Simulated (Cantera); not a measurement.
A freely propagating, adiabatic, planar premixed flame of H₂ : O₂ : N₂ : H₂O = 1 : 0.263 : 0.989 : 0.2 (molar parts), equivalence ratio 1.9, unburnt at 675 K and 440000 Pa; mixture-averaged transport, grid criteria slope 0.08 and curve 0.16, no radiation.

Computed with Cantera and the H2/O2 subset of GRI-Mech 3.0, which has no nitrogen chemistry. The hydrogen kinetics of GRI-Mech 3.0 are dated; newer H2 mechanisms differ, most at raised pressure. Burning velocities carry a grid error of a few per cent, more on coarse grids.

Task: What does this change do: N2 0.989 to 1.3 parts?

Result: 
```csv
quantity,before,after
laminar burning velocity,944 cm/s,740 cm/s
thermal thickness,0.0656 mm,0.0692 mm
peak x(HO₂),0.000912,0.000771
peak x(H),0.0471,0.0362
peak x(O),0.00236,0.00172
```
